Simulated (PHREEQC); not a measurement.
NaOH is added in steps, without added water, to 1 kg of water holding 0.025 mol/kgw FeCl3, 0.00025 mol/kgw H2SO4 and 0.004 mol/kgw Na2SO4, at 40 °C. Oxygen alone is held at its pressure in air (log pO2 = -0.68). No CO2 enters from the air. The run lets Hematite, Halite precipitate or redissolve, and no other solid.

Base run: PHREEQC, ion-association model, phreeqc.dat. Each further column changes one thing. The table gives FeSO4+ (mol/kgw).

```json
[
 {"NaOH added (mol)": "0", "base": "3.80e-6", "Na2SO4 from 0.004 to 0.006 mol/kgw": "5.28e-6", "H2SO4 left out": "3.54e-6", "FeCl3 from 0.025 to 0.005 mol/kgw": "9.22e-8", "no solid may form": "0.00322"},
 {"NaOH added (mol)": "0.012", "base": "2.53e-6", "Na2SO4 from 0.004 to 0.006 mol/kgw": "3.50e-6", "H2SO4 left out": "2.36e-6", "FeCl3 from 0.025 to 0.005 mol/kgw": "1.32e-9", "no solid may form": "0.00294"},
 {"NaOH added (mol)": "0.028", "base": "1.26e-6", "Na2SO4 from 0.004 to 0.006 mol/kgw": "1.72e-6", "H2SO4 left out": "1.17e-6", "FeCl3 from 0.025 to 0.005 mol/kgw": "0", "no solid may form": "0.00109"},
 {"NaOH added (mol)": "0.04", "base": "6.15e-7", "Na2SO4 from 0.004 to 0.006 mol/kgw": "8.21e-7", "H2SO4 left out": "5.66e-7", "FeCl3 from 0.025 to 0.005 mol/kgw": "0", "no solid may form": "6.11e-5"},
 {"NaOH added (mol)": "0.052", "base": "2.13e-7", "Na2SO4 from 0.004 to 0.006 mol/kgw": "2.76e-7", "H2SO4 left out": "1.92e-7", "FeCl3 from 0.025 to 0.005 mol/kgw": "0", "no solid may form": "3.34e-7"},
 {"NaOH added (mol)": "0.068", "base": "9.08e-9", "Na2SO4 from 0.004 to 0.006 mol/kgw": "1.10e-8", "H2SO4 left out": "7.19e-9", "FeCl3 from 0.025 to 0.005 mol/kgw": "0", "no solid may form": "1.52e-10"},
 {"NaOH added (mol)": "0.08", "base": "0", "Na2SO4 from 0.004 to 0.006 mol/kgw": "0", "H2SO4 left out": "0", "FeCl3 from 0.025 to 0.005 mol/kgw": "0", "no solid may form": "1.05e-13"}
]
```

Constants without temperature data keep their 25 °C values here. In at least one series the solution becomes supersaturated in solids that the run did not let form, among them Hematite.
